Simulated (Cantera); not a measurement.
Input: 1 mol CH3Cl, 0.0087 mol Si, 0.94 mol H2, at 375 °C and 10000 Pa.

Cantera equilibrium calculation (NASA polynomials, part measured and part estimated; ideal gas, pure solids and liquids). Candidate condensed phases: C, C6H6, C7H8, C8H18, Si, SiC; 109 gas species. The numbers say what is thermodynamically allowed, not how fast it happens.

Base state: HCl 0.417, H2 0.313, CH4 0.266, SiCl4 0.00376 (mole fractions); condensed: C(graphite).

Task: What changes in the equilibrium state with this change: CH3Cl replaced by CF4?

Result: 
```tsv
species	before	after
HF	0	0.780
CF4	0	0.216
SiF4	0	0.00361
HCl	0.417	0
H2	0.313	<1e-9
CH4	0.266	<1e-9
SiCl4	0.00376	0
H2F2	0	1.65e-5
C(graphite), mol	0.384	0.479
```
Condensed phases not in the tables: fluorocarbon polymer. Gases not in the tables: C2F6 and larger saturated fluorocarbons.

Task: What changes in the equilibrium state with this change: temperature from 375 °C to 1875 °C?

Result: 
```tsv
species	before	after
H2	0.313	0.653
HCl	0.417	0.328
H	<1e-9	0.0107
CH4	0.266	1.26e-5
SiCl2	<1e-9	0.00282
Cl	<1e-9	0.00391
C2H2 (acetylene)	<1e-9	0.00125
SiCl3	<1e-9	5.13e-5
C(graphite), mol	0.384	0.992
```
The tables' values for SiCl3, SiCl are old estimates; treat these amounts as uncertain.
